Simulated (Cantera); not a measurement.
## Adiabatic ignition

An adiabatic, constant-volume homogeneous reactor starts with CH₄ : O₂ : N₂ = 1 : 3.28 : 12.3 (molar parts), equivalence ratio 0.61, at 1525 K and 9.47 atm.

Cantera simulation using GRI-Mech 3.0 (53 species, 325 reactions); the numbers are that mechanism's predictions, not measurements.

| t (s) | T (K) | P (bar) | x CH₄ | x O₂ | x C₂H₂ | x NO | x C₂H |
|---|---|---|---|---|---|---|---|
| 8.00e-6 | 1525 | 9.60 | 0.0603 | 0.198 | <1e-12 | <1e-12 | <1e-12 |
| 2.04e-5 | 1525 | 9.60 | 0.0602 | 0.198 | 1.12e-10 | <1e-12 | <1e-12 |
| 5.20e-5 | 1529 | 9.63 | 0.0594 | 0.197 | 2.08e-8 | 2.43e-12 | <1e-12 |
| 0.000132 | 2855 | 18.2 | <1e-12 | 0.0755 | <1e-12 | 0.00103 | <1e-12 |
| 0.000337 | 2832 | 18.0 | <1e-12 | 0.0694 | <1e-12 | 0.0140 | <1e-12 |
| 0.000860 | 2821 | 18.0 | <1e-12 | 0.0665 | <1e-12 | 0.0200 | <1e-12 |
| 0.00219 | 2820 | 17.9 | <1e-12 | 0.0663 | <1e-12 | 0.0204 | <1e-12 |
| 0.00558 | 2820 | 17.9 | <1e-12 | 0.0663 | <1e-12 | 0.0204 | <1e-12 |
| 0.0142 | 2820 | 17.9 | <1e-12 | 0.0663 | <1e-12 | 0.0204 | <1e-12 |
| 0.0363 | 2820 | 17.9 | <1e-12 | 0.0663 | <1e-12 | 0.0204 | <1e-12 |
| 0.0924 | 2820 | 17.9 | <1e-12 | 0.0663 | <1e-12 | 0.0204 | <1e-12 |
| 0.235 | 2820 | 17.9 | <1e-12 | 0.0663 | <1e-12 | 0.0204 | <1e-12 |
| 0.600 | 2820 | 17.9 | <1e-12 | 0.0663 | <1e-12 | 0.0204 | <1e-12 |
x: mole fraction; the columns are a selection and need not sum to one.

```
Property                                                           Value
---------------------------------  -------------------------------------
time of steepest temperature rise                               0.122 ms
temperature at 0.600 s                                            2820 K
equilibrium temperature                                           2820 K
x(CH₄) at 0.600 s                  <1e-12 (gas-phase equilibrium <1e-12)
x(O₂) at 0.600 s                   0.0663 (gas-phase equilibrium 0.0663)
x(C₂H₂) at 0.600 s                 <1e-12 (gas-phase equilibrium <1e-12)
```
